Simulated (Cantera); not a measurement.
An isothermal, constant-pressure homogeneous reactor starts with NH3 : H2 = 1 : 0.77 (molar parts), at 1998 K and 1.00 atm.

Detailed kinetics in Cantera: the gas-phase N/H chemistry of the illustrative SiF4/NH3 mechanism in the Surface Chemkin manual (1991). Walls and surfaces, which speed up NH3 decomposition in real reactors, are not modelled.

x: mole fraction; the columns are a selection and need not sum to one.

| t (s) | x NH3 | x H2 | x N2 | x N2H2 | x N2H4 |
|---|---|---|---|---|---|
| 0.000700 | 0.553 | 0.442 | 0.00339 | 3.33e-6 | 3.19e-7 |
| 0.00170 | 0.536 | 0.454 | 0.00878 | 3.18e-6 | 3.06e-7 |
| 0.00414 | 0.498 | 0.480 | 0.0210 | (withheld) | 2.77e-7 |
| 0.0101 | 0.420 | 0.533 | 0.0460 | (withheld) | 2.20e-7 |
| 0.0245 | 0.289 | 0.622 | 0.0880 | (withheld) | 1.32e-7 |
| 0.0596 | 0.134 | 0.727 | 0.137 | (withheld) | 4.59e-8 |
| 0.145 | 0.0329 | 0.796 | 0.170 | (withheld) | 6.03e-9 |
| 0.352 | 0.00492 | 0.815 | 0.179 | (withheld) | 2.68e-10 |
| 0.857 | 0.00115 | 0.817 | 0.180 | 3.02e-10 | 1.65e-11 |
| 2.09 | 0.000387 | 0.818 | 0.180 | 3.50e-11 | 1.88e-12 |
| 5.07 | 0.000148 | 0.818 | 0.180 | 5.48e-12 | <1e-12 |
| 12.3 | 5.91e-5 | 0.818 | 0.180 | 1.24e-12 | <1e-12 |
| 30.0 | 2.45e-5 | 0.818 | 0.180 | <1e-12 | <1e-12 |

Question: Some entries are withheld; supply them.

Answer: 
- 0.00414, x N2H2: 2.86e-6
- 0.0101, x N2H2: 2.25e-6
- 0.0245, x N2H2: 1.36e-6
- 0.0596, x N2H2: 5.13e-7
- 0.145, x N2H2: 8.41e-8
- 0.352, x N2H2: 4.69e-9
